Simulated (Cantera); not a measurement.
**Premixed flame**

A freely propagating, adiabatic, planar premixed flame of 49.5 % H2, 9.90 % O2, 40.6 % N2, equivalence ratio 2.5, unburnt at 600 K and 0.642 atm; unity-Lewis-number transport, grid criteria slope 0.08 and curve 0.16, no radiation.

Detailed kinetics in Cantera: the H2/O2 subset of GRI-Mech 3.0, which has no nitrogen chemistry. Unity Lewis numbers drop preferential diffusion, which matters most where H2 and H carry the flame. Burning velocities carry a grid error of a few per cent, more on coarse grids.

```tsv
z (mm)	T (K)	u (m/s)	x H2	x O2	x O	x HO2	x H2O	x H
-2.22	600	4.66	0.495	0.0990	<1e-8	<1e-8	<1e-8	<1e-8
-1.48	600	4.66	0.495	0.0990	<1e-8	1.46e-8	2.91e-7	<1e-8
-1.11	600	4.66	0.495	0.0990	<1e-8	2.01e-7	4.03e-6	<1e-8
-0.740	601	4.66	0.495	0.0990	1.23e-8	3.67e-6	7.42e-5	1.80e-8
-0.370	638	4.95	0.491	0.0967	9.40e-6	0.000116	0.00487	0.000146
-0.185	838	6.42	0.464	0.0825	0.000204	8.54e-5	0.0354	0.00598
0	1194	8.94	0.367	0.0403	0.00158	2.93e-5	0.122	0.0479
0.185	1423	10.5	0.287	0.00804	0.00131	5.23e-6	0.189	0.0861
0.370	1531	11.2	0.276	0.00124	0.000689	7.41e-7	0.204	0.0861
0.740	1642	11.9	0.283	0.000186	0.000484	1.12e-7	0.208	0.0717
1.48	1752	12.6	0.294	0.000109	0.000340	6.72e-8	0.211	0.0550
2.96	1853	13.2	0.304	6.26e-5	0.000202	4.12e-8	0.213	0.0395
5.92	1936	13.7	0.313	3.07e-5	0.000102	2.26e-8	0.215	0.0265
```
x: mole fraction of selected species; z is measured from the peak of heat release.

```json
{
  "laminar_burning_velocity": "466 cm/s",
  "thermal_thickness": "0.740 mm",
  "peak x(O)": "0.00180",
  "peak x(HO2)": "0.000129",
  "peak x(H)": "0.0886",
  "grid_points": "129"
}
```
